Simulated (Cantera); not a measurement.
A closed system holds: 1 mol BF3, 0.15 mol NH3, 0.42 mol N2, 0.62 mol O2, held at 1948 K and 0.0100 bar.

These are equilibrium values from Cantera (NASA tables, ideal gas, pure condensed phases), not measurements of a reactor. Candidate condensed phases: B, BN, B2O3, B3O3H3, H2O; 62 gas species. The tables' values for BF2 are old estimates; treat these amounts as uncertain. Rates play no part.

Base state: BF3 0.313, O2 0.203, N2 0.200, HF 0.183, BOF 0.0927, NO 0.00327, F 0.00299, O 0.00200 (mole fractions); condensed: gas only.

**Question.** What changes in the equilibrium state with this change: pressure from 0.0100 bar to 0.00120 bar?

**Answer.** 
| species | before | after |
|---|---|---|
| BF3 | 0.313 | 0.305 |
| N2 | 0.200 | 0.198 |
| O2 | 0.203 | 0.196 |
| F | 0.00299 | 0.0140 |
| BOF | 0.0927 | 0.0974 |
| HF | 0.183 | 0.181 |
| H2O | 1.22e-5 | 1.55e-6 |
| O | 0.00200 | 0.00568 |
| BF2 | 2.83e-5 | 4.90e-5 |
| BOF2 | 0.000335 | 0.000198 |

**Question.** What changes in the equilibrium state with this change: temperature from 1948 K to 948.15 K?

**Answer.** 
| species | before | after |
|---|---|---|
| BF3 | 0.313 | 0.378 |
| O2 | 0.203 | 0.223 |
| N2 | 0.200 | 0.218 |
| BOF | 0.0927 | 0.000180 |
| HF | 0.183 | 0.124 |
| B3O3F3 | 1.05e-9 | 0.0206 |
| H2O | 1.22e-5 | 0.0369 |
| F | 0.00299 | <1e-9 |
| O | 0.00200 | <1e-9 |
| BF2 | 2.83e-5 | <1e-9 |
| BO2 | 1.34e-5 | <1e-9 |
| (HBO2)3 | <1e-9 | 1.09e-5 |
